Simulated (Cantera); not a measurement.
## Abatement and gas-phase synthesis: HF + H2O + SO2

A closed system holds: 1 mol HF, 2.5 mol H2O, 0.15 mol SO2, at 30.8 Torr.

Equilibrium computed with Cantera from the NASA thermochemical tables; the gas is ideal and each condensed phase is pure. Candidate condensed phases: H2O, H2SO4, S; 43 gas species. Rates play no part.

```tsv
T (K)	x H2O	x HF	x H	x H2	x OH	x O	x O2	x SO2	x SO
2300	0.598	0.263	0.0101	0.0447	0.0218	0.00337	0.0188	0.0374	0.00212
2400	0.557	0.258	0.0195	0.0615	0.0324	0.00688	0.0258	0.0353	0.00330
2500	0.504	0.250	0.0353	0.0806	0.0457	0.0131	0.0337	0.0324	0.00485
2600	0.438	0.239	0.0600	0.100	0.0607	0.0235	0.0419	0.0287	0.00674
2700	0.362	0.225	0.0962	0.118	0.0758	0.0396	0.0492	0.0242	0.00879
2800	0.279	0.209	0.145	0.129	0.0883	0.0624	0.0542	0.0192	0.0107
2900	0.199	0.190	0.206	0.132	0.0952	0.0924	0.0555	0.0141	0.0122
```
x: gas mole fraction; nothing condenses.

From 2300 K to 2900 K nothing is condensed.
